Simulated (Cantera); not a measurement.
A closed system holds: 1 mol SiCl4, 17 mol O2, 33 mol H2, held at 0.133 bar.

These are equilibrium values from Cantera (NASA tables, ideal gas, pure condensed phases), not measurements of a reactor. Candidate condensed phases: H2O, Si, SiO2; 30 gas species. The tables hold silica as quartz up to 1696 K and as liquid above; real silica turns to tridymite and cristobalite and melts near 1996 K. Gases not in the tables: Si(OH)4. Equilibrium is a limit: real reactors are often held back by kinetics, nucleation or transport.

x: gas mole fraction; n: condensed amount in mol.

```
T (°C)  x H2O  x HCl    x O2      x Cl      x OH      x H2         x H  n SiO2(β-quartz)  n SiO2(condensed)
------  -----  -----  ------  --------  --------  --------  ----------  ----------------  -----------------
1152    0.873  0.112  0.0139  0.000470   9.77e-5   1.33e-5  (withheld)              1.00                  0
1202    0.873  0.112  0.0139  0.000617  0.000156   2.73e-5  (withheld)              1.00                  0
1252    0.873  0.112  0.0138  0.000795  0.000240   5.34e-5  (withheld)              1.00                  0
1302    0.873  0.112  0.0138   0.00101  0.000361  0.000100  (withheld)              1.00                  0
1352    0.873  0.111  0.0137   0.00126  0.000528  0.000181  (withheld)              1.00                  0
1402    0.873  0.111  0.0136   0.00155  0.000756  0.000316  (withheld)              1.00                  0
1452    0.872  0.111  0.0136   0.00189   0.00106  0.000533  (withheld)                 0               1.00
1502    0.872  0.110  0.0136   0.00227   0.00146  0.000872  (withheld)                 0              1.000
1552    0.871  0.110  0.0136   0.00271   0.00197   0.00139  (withheld)                 0              1.000
1602    0.869  0.109  0.0136   0.00320   0.00262   0.00215  (withheld)                 0              1.000
1652    0.867  0.108  0.0138   0.00376   0.00345   0.00323  (withheld)                 0              1.000
```

Problem. What belongs in the gaps?

Solution. 
- 1152, x H: 6.82e-8
- 1202, x H: 1.86e-7
- 1252, x H: 4.74e-7
- 1302, x H: 1.14e-6
- 1352, x H: 2.60e-6
- 1402, x H: 5.65e-6
- 1452, x H: 1.17e-5
- 1502, x H: 2.34e-5
- 1552, x H: 4.49e-5
- 1602, x H: 8.32e-5
- 1652, x H: 0.000149
